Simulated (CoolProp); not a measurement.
Tetrahydrofuran at several states: Z from the reference equation and from simpler models built on Tc = 267.0 °C, pc = 53.04 bar, ω = 0.234; each cubic takes its own stable root.

Computed with CoolProp (reference Helmholtz-energy equation of state, Fiedler 2023).

```json
[
 {"T (°C)": "203.85", "p (bar)": "41.6", "phase": "liquid", "reference": "0.1161", "Redlich-Kwong": "[?]", "Soave-Redlich-Kwong": "0.1317", "Peng-Robinson": "[?]"},
 {"T (°C)": "253.35", "p (bar)": "39.5", "phase": "gas", "reference": "0.5973", "Redlich-Kwong": "0.6297", "Soave-Redlich-Kwong": "0.6214", "Peng-Robinson": "0.5957"},
 {"T (°C)": "-100.55", "p (bar)": "37.1", "phase": "liquid", "reference": "[?]", "Redlich-Kwong": "0.2050", "Soave-Redlich-Kwong": "[?]", "Peng-Robinson": "0.1824"},
 {"T (°C)": "-67.45", "p (bar)": "0.155", "phase": "liquid", "reference": "[?]", "Redlich-Kwong": "0.0007392", "Soave-Redlich-Kwong": "[?]", "Peng-Robinson": "0.0006538"},
 {"T (°C)": "46.45", "p (bar)": "0.197", "phase": "gas", "reference": "0.9936", "Redlich-Kwong": "0.9946", "Soave-Redlich-Kwong": "0.9941", "Peng-Robinson": "0.9939"}
]
```

Task: Fill in the missing entries.

Result: 
- 203.85, Redlich-Kwong: 0.1375
- 203.85, Peng-Robinson: 0.1164
- -100.55, reference: 0.1833
- -100.55, Soave-Redlich-Kwong: 0.2042
- -67.45, reference: 0.0006664
- -67.45, Soave-Redlich-Kwong: 0.0007330
